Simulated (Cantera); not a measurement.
# NO annealing gas

An isothermal, constant-pressure homogeneous reactor starts with NO : N2 = 4 : 1.2 (molar parts), at 1850 K and 1500 Pa.

Model: GRI-Mech 3.0 (53 species, 325 reactions), integrated in Cantera. Radical loss at walls, strong at low pressure, is not modelled.

| t (s) | x NO | x NO2 | x N2O | x N2 | x O2 |
|---|---|---|---|---|---|
| 2.00e-6 | 0.769 | <1e-12 | 6.35e-9 | 0.231 | <1e-12 |
| 7.46e-6 | 0.769 | 1.70e-12 | 2.37e-8 | 0.231 | <1e-12 |
| 2.78e-5 | 0.769 | 2.38e-11 | 8.83e-8 | 0.231 | 9.92e-12 |
| 0.000104 | 0.769 | 3.28e-10 | 3.29e-7 | 0.231 | 1.37e-10 |
| 0.000386 | 0.769 | 4.52e-9 | 1.22e-6 | 0.231 | 1.90e-9 |
| 0.00144 | 0.769 | 6.12e-8 | 4.53e-6 | 0.231 | 2.64e-8 |
| 0.00537 | 0.769 | 7.71e-7 | 1.65e-5 | 0.231 | 3.74e-7 |
| 0.0200 | 0.769 | 7.25e-6 | 5.58e-5 | 0.231 | 6.13e-6 |
| 0.0746 | 0.769 | 2.41e-5 | 0.000145 | 0.231 | 0.000120 |
| 0.278 | 0.767 | 2.97e-5 | 0.000201 | 0.232 | 0.00102 |
| 1.04 | 0.759 | 3.67e-5 | 0.000196 | 0.235 | 0.00466 |
| 3.86 | 0.731 | 5.69e-5 | 0.000173 | 0.249 | 0.0186 |
| 14.4 | 0.625 | 9.49e-5 | 0.000112 | 0.303 | 0.0717 |
| 53.7 | 0.319 | 8.95e-5 | 2.45e-5 | 0.456 | 0.225 |
| 200 | 0.0398 | 1.45e-5 | 3.73e-7 | 0.595 | 0.364 |
x: mole fraction; the columns are a selection and need not sum to one.

Equilibrium at this temperature and pressure: NO 0.00585, NO2 2.18e-6, N2O 3.60e-8, N2 0.612, O2 0.381 (gas phase only).
